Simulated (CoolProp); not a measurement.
Values from CoolProp's reference Helmholtz-energy equation of state, Platzer 1990. This equation is an older, rougher fit.

Q: For R13, give the phase and the cv (kJ/(kg K)), speed of sound (m/s), Joule-Thomson coefficient (K/MPa), Prandtl number at 56.15 °C and 0.691 bar.

A: 
- 56.15 °C and 0.691 bar: gas; cv 0.597, speed of sound 172, Joule-Thomson coefficient 8.55, Prandtl number 0.743

Viscosity comes from a separate model (Huber 2003), an estimate that may be off by 10 % or more. Thermal conductivity comes from a separate model (Huber 2003), an estimate that may be off by 10 % or more.
